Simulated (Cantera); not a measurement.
# Iron carbonyl, mercury and lead vapours: HgO + N2

Input: 1 mol HgO, 100 mol N2, at 923 K and 10.0 mbar.

Method: chemical equilibrium by Gibbs-energy minimisation in Cantera with the NASA 1993 tables (ideal gas, pure condensed phases). Candidate condensed phases: Hg, HgO; 10 gas species. Rates play no part.

```yaml
x(N2): 0.985
x(Hg): 0.00985
x(O2): 0.00493
x(NO): 2.14e-6
gas_amount: 101.5 mol
log10 activity of Hg(l) (absent): -5.54
```
